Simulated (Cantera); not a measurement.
An isothermal plug-flow reactor at 925 K and 3750 Torr (inlet), inlet velocity 3.3 m/s, active area per volume 130 1/m; feed CO : O₂ : N₂ = 0.0021 : 0.16 : 0.79 (molar parts).

Model: Deutschmann's 1995 Pt surface mechanism with GRI-Mech 3.0 gas chemistry, integrated in Cantera. Catalytic surfaces can have several steady states; this one follows from the mechanism file's or the stated starting coverage. Mass transfer to the wall is taken as infinitely fast.

Question: What does this change do: CO 0.0021 to 0.00097 parts?

Answer: 
```json
[
 {"quantity": "x(CO) at z = 0.037 m", "before": "0.000337", "after": "0.000171"},
 {"quantity": "x(O₂) at z = 0.037 m", "before": "0.167", "after": "0.168"},
 {"quantity": "x(H₂O) at z = 0.037 m", "before": "<1e-12", "after": "<1e-12"},
 {"quantity": "x(CO₂) at z = 0.037 m", "before": "0.00187", "after": "0.000849"},
 {"quantity": "θ(free Pt) at the exit", "before": "0.0601", "after": "0.0596"},
 {"quantity": "θ(O*) at the exit", "before": "0.940", "after": "0.940"}
]
```

Question: What does this change do: temperature 925 to 900 K?

Answer: 
```tsv
quantity	before	after
x(CO) at z = 0.037 m	0.000337	0.000662
x(O₂) at z = 0.037 m	0.167	0.167
x(H₂O) at z = 0.037 m	<1e-12	<1e-12
x(CO₂) at z = 0.037 m	0.00187	0.00155
θ(free Pt) at the exit	0.0601	0.0483
θ(O*) at the exit	0.940	0.952
```

Question: What does this change do: CO 0.0021 to 0.0053 parts?

Answer: 
```tsv
quantity	before	after
x(CO) at z = 0.037 m	0.000337	0.000636
x(O₂) at z = 0.037 m	0.167	0.165
x(H₂O) at z = 0.037 m	<1e-12	<1e-12
x(CO₂) at z = 0.037 m	0.00187	0.00493
θ(free Pt) at the exit	0.0601	0.0612
θ(O*) at the exit	0.940	0.939
```
